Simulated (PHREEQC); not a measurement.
NaOH is added in steps, without added water, to 1 kg of water holding 40 mmol/kgw HCl, 0.15 mmol/kgw ZnSO4 and 0.094 mmol/kgw Fe2(SO4)3, at 65 °C. Oxygen is held at 0.21 atm. The system is closed to CO2. Nothing may precipitate in this run.

Base run: PHREEQC, ion-association model, phreeqc.dat. Each further column changes one thing. The table gives SO4-2 (mol/kgw).

```tsv
NaOH added (mol)	base	Debye-Hückel limiting law	all activity coefficients set to 1	metal-ligand complexes left out	Davies equation for every ion
0	6.96e-5	8.95e-5	3.56e-5	7.21e-5	[?]
0.004031	7.58e-5	9.70e-5	3.90e-5	7.87e-5	7.98e-5
0.008063	8.31e-5	0.000106	4.32e-5	8.67e-5	8.75e-5
0.01209	9.21e-5	0.000116	4.83e-5	9.64e-5	9.68e-5
0.01613	0.000103	0.000129	5.49e-5	0.000109	0.000108
0.02016	0.000117	[?]	[?]	0.000124	0.000123
0.02284	0.000129	0.000159	7.10e-5	0.000138	[?]
0.02687	0.000153	0.000184	8.65e-5	0.000164	0.000159
0.03091	0.000186	0.000220	0.000111	0.000202	0.000193
0.03494	0.000240	0.000272	0.000156	0.000264	0.000246
0.03897	0.000336	0.000356	0.000264	0.000374	0.000339
0.043	0.000385	0.000395	0.000340	0.000432	0.000386
```

Question: Fill in the missing entries.

Answer: 
- 0, Davies equation for every ion: 7.34e-5
- 0.02016, Debye-Hückel limiting law: 0.000146
- 0.02016, all activity coefficients set to 1: 6.35e-5
- 0.02284, Davies equation for every ion: 0.000135

In at least one series the solution becomes supersaturated in solids that the run did not let form, among them Fe(OH)3(a), Zn(OH)2(e). Constants without temperature data keep their 25 °C values here.
